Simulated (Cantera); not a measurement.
Charge: 1 mol Cu, 1.6 mol CO, 2.6 mol O2, held at 1448 K and 10.0 mbar.

Method: chemical equilibrium by Gibbs-energy minimisation in Cantera with the NASA 1993 tables (ideal gas, pure condensed phases). Candidate condensed phases: C, Cu, CuO, Cu2O; 15 gas species. Kinetics and transport are ignored.

Base state: CO2 0.508, O2 0.492, Cu 9.51e-5, CO 1.58e-5, O 1.37e-5 (mole fractions); condensed: Cu2O(s).

What changes in the equilibrium state with this change: temperature from 1448 K to 773.15 K?


```csv
species,before,after
CO2,0.508,0.552
O2,0.492,0.448
Cu,9.51e-5,<1e-9
CO,1.58e-5,<1e-9
O,1.37e-5,<1e-9
"Cu2O(s), mol",0.500,0
"CuO(s), mol",0,1.00
```
